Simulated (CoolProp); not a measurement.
Saturation properties of R11.

Model: reference Helmholtz-energy equation of state, Jacobsen 1992, in CoolProp.

```tsv
T (°C)	p (bar)	liquid density (kg/m³)	liquid viscosity (µPa s)
70.05	4.087	1362	[?]
78.15	5.003	1340	265
86.25	6.065	1317	247
94.35	7.286	1293	230
102.45	8.680	1268	214
110.55	10.26	1242	199
118.65	12.05	1215	[?]
126.75	14.05	1186	171
134.85	16.28	1156	158
142.95	18.77	1123	145
151.05	21.52	1088	[?]
159.15	24.57	1049	121
167.35	27.96	1005	108
175.45	31.65	953.2	96.1
183.55	35.72	889.1	82.8
```

Task: Complete the blanks.

Result: 
- 70.05, liquid viscosity (µPa s): 285
- 118.65, liquid viscosity (µPa s): 185
- 151.05, liquid viscosity (µPa s): 133

It boils at 23.7 °C under 1 atm.

Viscosity comes from a separate model (Klein 1997), an estimate that may be off by 10 % or more.
